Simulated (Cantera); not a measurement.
A jet of 8.65 % CH4, 5.95 % O2, 85.4 % N2 at 300 K and 49.5 Torr hits a platinum plate 3.3 cm away at a mass flux of 0.021 kg/m²/s; the plate temperature is set and raised in steps from an oxygen-covered start.

Detailed kinetics in Cantera: Deutschmann's 1995 Pt surface mechanism with GRI-Mech 3.0 gas chemistry. Catalytic surfaces can have several steady states; this one follows from the mechanism file's or the stated starting coverage.

One state of this run: wall x CH4 = 0.0335; wall x O2 = 0.00742; wall x H2O = 0.0414; wall x OH = <1e-8; wall x CO = 0.0546; wall x CO2 = 1.61e-5; θ free Pt = 0.346; θ H* = 0.00198; θ CO* = 0.0259; θ C* = 0.626. x: mole fraction at the wall; θ: surface coverage.

Task: Which value of plate T (K) does it belong to?
A. 950
B. 1050
C. 900
D. 1000

Result: D, 1000
